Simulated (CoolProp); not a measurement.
Dry air at 298.15 K and 1.5 MPa is throttled through a valve to 0.958 MPa with no heat exchange. Each further row changes one setting.

Computed with CoolProp (reference Helmholtz-energy equation of state, Lemmon 2000). It is a pseudo-pure fit of the blend.

| case | temperature change (K) | final density (kg/m³) |
|---|---|---|
| as stated | -1.2 | [?] |
| outlet pressure 0.287 MPa | -2.7 | 3.39 |
| outlet pressure 1.25 MPa | [?] | [?] |

### Question
Fill in the missing entries.

### Answer

- as stated, final density (kg/m³): 11.3
- outlet pressure 1.25 MPa, temperature change (K): -0.5
- outlet pressure 1.25 MPa, final density (kg/m³): 14.7
